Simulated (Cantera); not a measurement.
A perfectly stirred reactor is fed with 82.6 % NO, 17.4 % N2, at 2900 Pa; it is held at 1998 K, and followed from long to short residence time.

Cantera simulation using GRI-Mech 3.0 (53 species, 325 reactions); the numbers are that mechanism's predictions, not measurements. Radical loss at walls, strong at low pressure, is not modelled.

### Question
Predict: x(NO) at τ = 4.60 s; x(O2) at τ = 4.60 s; x(O) at τ = 4.60 s; x(N2O) at τ = 4.60 s; x(N2) at τ = 4.60 s; x(NO) at τ = 0.120 s; x(O2) at τ = 0.120 s; x(O) at τ = 0.120 s; x(N2O) at τ = 0.120 s; x(N2) at τ = 0.120 s.

### Answer
```json
{
  "x(NO) at τ = 4.60 s": "0.467",
  "x(O2) at τ = 4.60 s": "0.178",
  "x(O) at τ = 4.60 s": "0.00172",
  "x(N2O) at τ = 4.60 s": "5.83e-5",
  "x(N2) at τ = 4.60 s": "0.353",
  "x(NO) at τ = 0.120 s": "0.816",
  "x(O2) at τ = 0.120 s": "0.00454",
  "x(O) at τ = 0.120 s": "0.000605",
  "x(N2O) at τ = 0.120 s": "0.000226",
  "x(N2) at τ = 0.120 s": "0.178"
}
```
